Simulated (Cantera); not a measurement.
Equilibrium for carbothermic reduction: Fe2O3 + C + N2

A closed system holds: 1 mol Fe2O3, a varied amount of C, 10 mol N2, held at 1877 °C and 10.0 Torr.

Equilibrium computed with Cantera from the NASA thermochemical tables; the gas is ideal and each condensed phase is pure. Candidate condensed phases: C, Fe, Fe(CO)5, FeO, Fe2O3, Fe3O4; 27 gas species. Iron dissolves carbon and melts from about 1420 K in contact with it, which pure phases cannot show. The tables' stoichiometric FeO is somewhat more stable than real wüstite, so its field is too wide. FeO: taken at fixed stoichiometry. Condensed phases not in the tables: cementite and carbon dissolved in iron. Equilibrium is a limit: real reactors are often held back by kinetics, nucleation or transport.

```
n(C) (mol)   x N2    x CO    x Fe    x CO2  n FeO(l)  n Fe(l)  n C(graphite)
----------  -----  ------  ------  -------  --------  -------  -------------
0.78        0.910  0.0391  0.0149   0.0319      1.82        0              0
1.1         0.868  0.0706  0.0345   0.0249      1.58        0              0
1.5         0.814   0.102  0.0614   0.0202      1.23        0              0
1.8         0.777   0.122  0.0808   0.0183     0.938        0              0
2.2         0.732   0.144   0.105   0.0168     0.545        0              0
2.5         0.701   0.159   0.121   0.0160     0.245        0              0
2.8         0.679   0.178   0.130   0.0122         0   0.0634              0
3.2         0.669   0.201   0.130  7.08e-9         0   0.0552          0.199
3.5         0.669   0.201   0.130  7.08e-9         0   0.0552          0.499
3.9         0.669   0.201   0.130  7.08e-9         0   0.0552          0.899
4.2         0.669   0.201   0.130  7.08e-9         0   0.0552           1.20
4.6         0.669   0.201   0.130  7.08e-9         0   0.0552           1.60
```
x: gas mole fraction; n: condensed amount in mol.

From 0.78 mol C to 2.5 mol C the condensed part is FeO(l). At 2.8 mol C the condensed part is Fe(l). From 3.2 mol C to 4.6 mol C the condensed part is C(graphite) + Fe(l). The main Fe-bearing gas is Fe throughout.
